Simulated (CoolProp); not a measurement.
A single-stage vapour-compression cycle with hydrogen sulfide: evaporating at 200.15 K (dew point), condensing at 232.15 K (bubble point), superheat 2 K, subcooling 0 K, compressor efficiency 0.85, no pressure losses. Each further row changes one setting.

The numbers come from the reference Helmholtz-energy equation of state, Lemmon 2006 in CoolProp. It is a short technical equation, of lower accuracy than the large ones.

| case | cooling COP | pressure ratio | discharge temperature (K) | refrigerating effect (kJ/kg) | volumetric capacity (kJ/m³) |
|---|---|---|---|---|---|
| as stated | 4.52 | 4.85 | 315.1 | 499 | 521 |
| evaporating temperature 205.15 K | 5.65 | 3.65 | 298.7 | 503 | 683 |
| condensing temperature 227.15 K | 5.48 | 3.91 | 297.3 | 509 | 531 |
| subcooling 5 K | ___ | 4.85 | 315.1 | 509 | 531 |
| superheat 12 K | 4.39 | 4.85 | 330.3 | 509 | ___ |
| compressor efficiency 0.75 | ___ | 4.85 | 329.3 | 499 | 521 |

**Question.** Some entries are withheld; supply them.

**Answer.** 
- subcooling 5 K, cooling COP: 4.61
- superheat 12 K, volumetric capacity (kJ/m³): 505
- compressor efficiency 0.75, cooling COP: 3.99
